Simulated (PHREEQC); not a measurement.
A solution holds 0.014 mol/kgw NaHSO4, at 19 °C. It is in equilibrium with CO2 at log p = -3.5 (atm). Otherwise closed; pH follows from the charge balance.

The numbers come from PHREEQC with the ion-association model, wateq4f.dat.

No solid was allowed to form.

**Question.** Predict the pH, ionic strength.

**Answer.** pH 2.07; ionic strength 0.0329 mol/kgw.

**Question.** In which forms is Na present?

**Answer.** Na+ 98 %, NaSO4- 2.3 % of the Na.
